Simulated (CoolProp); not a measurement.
A simple Rankine cycle with m-xylene: condensing at 330.15 K, boiler at 0.143 MPa, turbine inlet 465.5 K, turbine efficiency 0.85, pump efficiency 0.6, no recuperator. Each further row changes one setting.

Values from CoolProp's reference Helmholtz-energy equation of state, Zhou 2012.

```json
[
 {"case": "as stated", "thermal efficiency (%)": "15.3", "net work (kJ/kg)": "___", "heat in (kJ/kg)": "592", "turbine exit temperature (K)": "409.4", "volume ratio over the turbine": "22.7"},
 {"case": "turbine inlet 485.5 K", "thermal efficiency (%)": "15.1", "net work (kJ/kg)": "95.2", "heat in (kJ/kg)": "630", "turbine exit temperature (K)": "429.3", "volume ratio over the turbine": "22.7"},
 {"case": "condensing temperature 322.15 K", "thermal efficiency (%)": "16.6", "net work (kJ/kg)": "___", "heat in (kJ/kg)": "607", "turbine exit temperature (K)": "403.2", "volume ratio over the turbine": "32.4"},
 {"case": "boiler pressure 0.1 MPa", "thermal efficiency (%)": "13.8", "net work (kJ/kg)": "81.8", "heat in (kJ/kg)": "594", "turbine exit temperature (K)": "415.9", "volume ratio over the turbine": "15.9"},
 {"case": "turbine efficiency 0.75", "thermal efficiency (%)": "___", "net work (kJ/kg)": "80.1", "heat in (kJ/kg)": "592", "turbine exit temperature (K)": "416.0", "volume ratio over the turbine": "23.0"}
]
```

**Question.** Some entries are withheld; supply them.

**Answer.** 
- as stated, net work (kJ/kg): 90.8
- condensing temperature 322.15 K, net work (kJ/kg): 101
- turbine efficiency 0.75, thermal efficiency (%): 13.5
